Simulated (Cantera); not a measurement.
## Stirred combustor or abatement burner

A perfectly stirred reactor is fed with 24.0 % H₂, 10.00 % O₂, 64.0 % N₂, 2.04 % H₂O, equivalence ratio 1.2, at 0.490 bar; it is adiabatic with a 698 K inlet, and is followed from long to short residence time, starting on the burning branch (τ in s: 0.089, 0.039, 0.017, 0.0074, 0.0033, 0.0014, 0.00062, 0.00027, 0.00012, 5.2e-05, 2.3e-05).

Detailed kinetics in Cantera: the H2/O2 subset of GRI-Mech 3.0, which has no nitrogen chemistry.

| τ (s) | T (K) | x H₂ | x O₂ | x H₂O | x HO₂ | x OH |
|---|---|---|---|---|---|---|
| 0.089 | 2116 | 0.0445 | 0.000503 | 0.240 | 1.51e-7 | 0.00288 |
| 0.039 | 2091 | 0.0450 | 0.000926 | 0.237 | 2.73e-7 | 0.00385 |
| 0.017 | 2053 | 0.0459 | 0.00167 | 0.233 | 4.76e-7 | 0.00503 |
| 0.0074 | 1997 | 0.0472 | 0.00285 | 0.228 | 7.98e-7 | 0.00629 |
| 0.0033 | 1924 | 0.0488 | 0.00449 | 0.221 | 1.27e-6 | 0.00734 |
| 0.0014 | 1823 | 0.0504 | 0.00677 | 0.213 | 2.03e-6 | 0.00798 |
| 0.00062 | 1707 | 0.0517 | 0.00944 | 0.204 | 3.11e-6 | 0.00788 |
| 0.00027 | 1574 | 0.0531 | 0.0129 | 0.195 | 4.81e-6 | 0.00702 |
| 0.00012 | 1434 | 0.0578 | 0.0180 | 0.183 | 7.84e-6 | 0.00556 |
| 5.2e-5 | 1262 | 0.0840 | 0.0320 | 0.155 | 1.65e-5 | 0.00351 |
| 2.3e-5 | 698 | 0.240 | 0.1000 | 0.0204 | <1e-12 | <1e-12 |
x: mole fraction; the columns are a selection and need not sum to one.
